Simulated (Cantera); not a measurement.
A closed system holds: 1 mol borazine, 14 mol N₂, held at 105 Torr.

Equilibrium computed with Cantera from the NASA thermochemical tables; the gas is ideal and each condensed phase is pure. Candidate condensed phases: B, BN; 15 gas species. The feed counts by its element totals alone. Kinetics and transport are ignored. All values below are at 1400 K.

Base state: N₂ 0.824, H₂ 0.176 (mole fractions); condensed: BN(s).

### Question
What changes in the equilibrium state with this change: borazine replaced by BCl₃?

### Answer
```
species     before     after
----------  ------  --------
N₂           0.824     0.933
BCl₃             0    0.0666
Cl               0   8.68e-5
H₂           0.176         0
BN(s), mol    3.00  0.000398
```
N₂ is the only nitrogen source here; it is nearly inert below about 1500 K, so the nitride shown seldom forms there in practice.
